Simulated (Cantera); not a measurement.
Cantera run:

```python
import numpy as np
import cantera as ct

gas_names = """
    H HO2 H2 H2O H2O2 O OH O2 O3 V VO VO2
""".split()
cond_names = """
    H2O(s) H2O(L) V(cr) V(L) VO(s) VO(L) V2O3(s) V2O3(L) V2O4(I) V2O4(II) V2O4(L) V2O5(s) V2O5(L)
""".split()


# ... load() reads the species with a 1 bar reference pressure and builds the phases ...
atoms = {
    'V2O3': {'V': 2, 'O': 3},
    'H2': {'H': 2},
}
top_T = {}  # K; cautious upper limits of use, not melting points


# ... equilibrate(T, P, feed) seeds the gas with the atoms and calls Mixture.equilibrate('TP', solver="gibbs", rtol=1e-10, max_steps=50000) ...
results = []
feed = {'V2O3': 1, 'H2': 32}  # mol
T = 1998.15  # K
for P in [10, 68, 460, 3200, 22000, 150000, 1000000]:
    mix = equilibrate(T, P, feed)
    results.append((T, P, feed, dict(zip(mix.species_names, mix.species_moles))))

top = {s: max(r[3][s] / sum(r[3][g] for g in gas_names) for r in results) for s in gas_names}
cols = sorted((s for s in top if top[s] > 1e-05), key=lambda s: -top[s])[:9]
seen = [c for c in cond_names if any(r[3].get(c, 0) > 1e-12 for r in results)]
print("log10 of partial pressures in bar; condensed amounts in mol")
print(f"{'P/Pa':>10s}" + "".join(f"{s[:9]:>10s}" for s in cols + seen))
for T, P, feed, n in results:
    ng = sum(n[g] for g in gas_names)
    print(f"{P:10.4g}" + "".join(f"{np.log10(max(n[s] / ng * P / 1e5, 1e-99)):10.3f}" for s in cols)
          + "".join(f"{n.get(c, 0):10.4g}" for c in seen))
```

Output:

```
log10 of partial pressures in bar; condensed amounts in mol
      P/Pa        H2         H       H2O       VO2        VO         V        OH         O     VO(s)   V2O3(s)
        10    -4.093    -4.841    -6.350    -5.613    -5.724    -6.869    -8.099    -8.983    0.3835         0
        68    -3.209    -4.399    -4.927    -5.074    -5.724    -7.408    -7.119    -8.444      1.49         0
       460    -2.361    -3.975    -3.898    -4.893    -5.724    -7.589    -6.513    -8.263     1.869   0.01368
      3200    -1.511    -3.550    -3.048    -4.893    -5.724    -7.589    -6.088    -8.263     1.814   0.08585
   2.2e+04    -0.672    -3.130    -2.208    -4.893    -5.724    -7.589    -5.668    -8.263     1.808   0.09486
   1.5e+05     0.163    -2.713    -1.373    -4.893    -5.724    -7.589    -5.251    -8.263     1.808    0.0957
     1e+06     0.987    -2.301    -0.549    -4.893    -5.724    -7.589    -4.839    -8.263     1.809   0.09564
```

Method: chemical equilibrium by Gibbs-energy minimisation in Cantera with the NASA 1993 tables (ideal gas, pure condensed phases). Mutual solubility and eutectic melting of coexisting phases are not modelled. VO: taken at fixed stoichiometry. Condensed phases not in the tables: the oxides between V2O3 and V2O5 other than VO2.
